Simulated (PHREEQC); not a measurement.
Solution A (0.2 mol/kgw NH4Cl, 0.63 mol/kgw NaOH and 0.025 mol/kgw KCl) is mixed with solution B (0.0032 mol/kgw NaOH and 0.0035 mol/kgw H3BO3) at 55 °C; shares are by mass of water, 1 kg in all. Oxygen is held at 0.21 atm. The system is closed to CO2. The run lets Halite, Sylvite precipitate or redissolve, and no other solid.

Computed with PHREEQC (ion-association model, phreeqc.dat).

| share of solution B | pH | H2BO3- (mol/kgw) | H3BO3 (mol/kgw) |
|---|---|---|---|
| 0 | 12.56 | 0 | 0 |
| 0.1 | 12.51 | 0.000350 | 7.17e-8 |
| 0.2 | 12.47 | 0.000700 | 1.61e-7 |
| 0.3 | 12.42 | 0.00105 | 2.74e-7 |
| 0.4 | 12.36 | 0.00140 | (withheld) |
| 0.5 | 12.29 | 0.00175 | 6.35e-7 |
| 0.6 | 12.20 | 0.00210 | 9.49e-7 |
| 0.7 | 12.09 | 0.00245 | (withheld) |
| 0.8 | 11.93 | 0.00280 | (withheld) |
| 0.9 | 11.66 | 0.00314 | 5.68e-6 |
| 1 | 9.64 | 0.00286 | 0.000643 |

**Question.** Complete the blanks.

**Answer.** 
- 0.4, H3BO3 (mol/kgw): 4.25e-7
- 0.7, H3BO3 (mol/kgw): 1.47e-6
- 0.8, H3BO3 (mol/kgw): 2.52e-6

Constants without temperature data keep their 25 °C values here.
